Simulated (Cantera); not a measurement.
Predominance diagram of V at 1775 K against the partial pressures of O2 and N2 (log10, bar). Source: NASA polynomial tables (part measured, part estimated), evaluated in Cantera. Candidates: V(s), VN(s), VO(s), V2O3(s), V2O4(s), V2O5(l). Only these pure phases compete in this equilibrium. VN, VO: taken at fixed stoichiometry. Not in the tables: V3O5 to V6O13, V2N.

```
log p(N2) \ log p(O2)
        columns: -7, -6.7, -6.3, -6, -5.7, -5.3, -5, -4.7, -4.3, -4, -3.7, -3.3, -3, -2.7, -2.3, -2, -1.7, -1.3, -1, -0.7, -0.3, 0
      0  A A A A A A A A B B B B B B B B B B B C C C
   -1.2  A A A A A A A A B B B B B B B B B B B C C C
   -2.3  A A A A A A A A B B B B B B B B B B B C C C
   -3.5  A A A A A A A A B B B B B B B B B B B C C C
   -4.7  A A A A A A A A B B B B B B B B B B B C C C
   -5.8  A A A A A A A A B B B B B B B B B B B C C C
     -7  A A A A A A A A B B B B B B B B B B B C C C
   -8.2  A A A A A A A A B B B B B B B B B B B C C C
   -9.3  A A A A A A A A B B B B B B B B B B B C C C
  -10.5  A A A A A A A A B B B B B B B B B B B C C C
  -11.7  A A A A A A A A B B B B B B B B B B B C C C
  -12.8  A A A A A A A A B B B B B B B B B B B C C C
    -14  A A A A A A A A B B B B B B B B B B B C C C
```

A: V2O3(s); B: V2O4(s); C: V2O5(l).
